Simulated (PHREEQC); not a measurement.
**Metal-bearing waste water**

Consider water at 25 °C with 0.026 mol CdCl2, 0.011 mol MgSO4, 0.016 mol H2SO4 and 0.00026 mol Na2SO4 per kg of water. Closed to the air; pH follows from the charge balance.

Model: ion-association model, phreeqc.dat, run in PHREEQC.

Each row changes one thing in this solution. No solid was allowed to form.

```tsv
case	pH	ionic strength (mol/kgw)	SO4-2 (mol/kgw)	HSO4- (mol/kgw)	Mg+2 (mol/kgw)	MgSO4 (mol/kgw)
as made	1.73	0.0967	0.0105	0.00922	0.00802	0.00298
diluted 10-fold with water	2.59	0.0133	0.00185	0.000332	0.000935	0.000165
Na2SO4 from 0.00026 to 0.00052 mol/kgw	1.73	0.0972	0.0106	0.00929	0.00800	0.00300
CdCl2 left out	1.75	[?]	0.0119	0.0113	0.00691	0.00409
Na2SO4 from 0.00026 to 0.00013 mol/kgw	1.72	0.0965	[?]	[?]	0.00803	0.00297
MgSO4 from 0.011 to 0.0099 mol/kgw	1.72	0.0944	0.0101	0.00901	0.00727	0.00263
H2SO4 left out	5.75	0.0733	0.00605	5.33e-7	0.00878	0.00222
MgSO4 from 0.011 to 0.022 mol/kgw	1.77	0.119	0.0145	0.0110	0.0152	[?]
```

Q: Complete the blanks.

A: 
- CdCl2 left out, ionic strength (mol/kgw): 0.0539
- Na2SO4 from 0.00026 to 0.00013 mol/kgw, SO4-2 (mol/kgw): 0.0104
- Na2SO4 from 0.00026 to 0.00013 mol/kgw, HSO4- (mol/kgw): 0.00919
- MgSO4 from 0.011 to 0.022 mol/kgw, MgSO4 (mol/kgw): 0.00685

Complexes and solids missing from the database can't appear.
